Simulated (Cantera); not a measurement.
# Adiabatic ignition

An adiabatic, constant-pressure homogeneous reactor starts with CH4 : O2 : N2 : CO2 = 1 : 2.99 : 11.2 : 0.038 (molar parts), equivalence ratio 0.67, at 1600 K and 0.400 bar.

Model: GRI-Mech 3.0 (53 species, 325 reactions), integrated in Cantera.

| t (s) | T (K) | x CH4 | x O2 | x CH3 | x CO2 | x OH |
|---|---|---|---|---|---|---|
| 1.00e-6 | 1600 | 0.0657 | 0.196 | 1.37e-7 | 0.00250 | 9.19e-9 |
| 3.71e-6 | 1600 | 0.0657 | 0.196 | 6.48e-7 | 0.00250 | 4.10e-8 |
| 1.38e-5 | 1600 | 0.0657 | 0.196 | 2.94e-6 | 0.00250 | 6.44e-8 |
| 5.12e-5 | 1600 | 0.0657 | 0.196 | 1.29e-5 | 0.00250 | 1.34e-7 |
| 0.000190 | 1600 | 0.0656 | 0.196 | 7.51e-5 | 0.00250 | 5.78e-7 |
| 0.000707 | 1612 | 0.0615 | 0.194 | 0.00111 | 0.00253 | 2.10e-5 |
| 0.00263 | 2565 | <1e-12 | 0.0666 | <1e-12 | 0.0483 | 0.0189 |
| 0.00976 | 2578 | <1e-12 | 0.0636 | <1e-12 | 0.0494 | 0.0181 |
| 0.0362 | 2572 | <1e-12 | 0.0611 | <1e-12 | 0.0496 | 0.0176 |
| 0.135 | 2572 | <1e-12 | 0.0610 | <1e-12 | 0.0496 | 0.0176 |
| 0.500 | 2572 | <1e-12 | 0.0610 | <1e-12 | 0.0496 | 0.0176 |
x: mole fraction; the columns are a selection and need not sum to one.

```yaml
time_of_steepest_temperature_rise: 0.937 ms
temperature at 0.500 s: 2572 K
equilibrium_temperature: 2572 K
x(CH4) at 0.500 s: <1e-12 (gas-phase equilibrium <1e-12)
x(O2) at 0.500 s: 0.0610 (gas-phase equilibrium 0.0610)
x(CH3) at 0.500 s: <1e-12 (gas-phase equilibrium <1e-12)
```
